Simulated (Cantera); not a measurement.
**Hydrocarbon pyrolysis for carbon deposition**

An isothermal, constant-pressure homogeneous reactor starts with C3H8 : H2 = 1 : 10 (molar parts), at 1625 K and 2.63 Torr.

Computed with Cantera and GRI-Mech 3.0 (53 species, 325 reactions). GRI-Mech 3.0 was tuned for natural gas; its chemistry of propane as a main component is partial and can be far from experiment. GRI-Mech 3.0 stops at C3 and has no aromatics, soot or wall deposition, so with more carbon than oxygen in the feed, carbon stays in small species such as C2H2 where larger ones or solid carbon would form. Radical loss at walls, strong at low pressure, is not modelled.

```csv
t (s),x C3H8,x H2,x CH3,x CH4,x C2H,x C2H2
0.000200,0.0764,0.896,0.0107,0.00418,6.49e-11,1.41e-5
0.000570,0.0385,0.859,0.0256,0.0322,1.21e-8,0.000813
0.00162,0.000511,0.821,0.0165,0.0834,5.72e-7,0.0185
0.00462,1.82e-7,0.829,0.00641,0.0894,5.70e-7,0.0428
0.0132,2.33e-8,0.834,0.00307,0.0889,3.79e-7,0.0580
0.0375,6.94e-9,0.838,0.00179,0.0869,2.65e-7,0.0676
0.107,3.21e-9,0.841,0.00131,0.0836,2.16e-7,0.0727
0.304,2.08e-9,0.845,0.00111,0.0772,2.08e-7,0.0758
0.866,1.21e-9,0.853,0.000935,0.0637,2.27e-7,0.0813
2.47,4.01e-10,0.867,0.000661,0.0412,2.75e-7,0.0905
7.02,5.00e-11,0.881,0.000347,0.0180,3.63e-7,0.0998
20.0,2.12e-12,0.889,0.000128,0.00542,4.69e-7,0.105
```
x: mole fraction; the columns are a selection and need not sum to one.

Equilibrium at this temperature and pressure: C3H8 <1e-12, H2 0.892, CH3 6.08e-6, CH4 0.000236, C2H 5.22e-7, C2H2 0.107 (gas phase only).
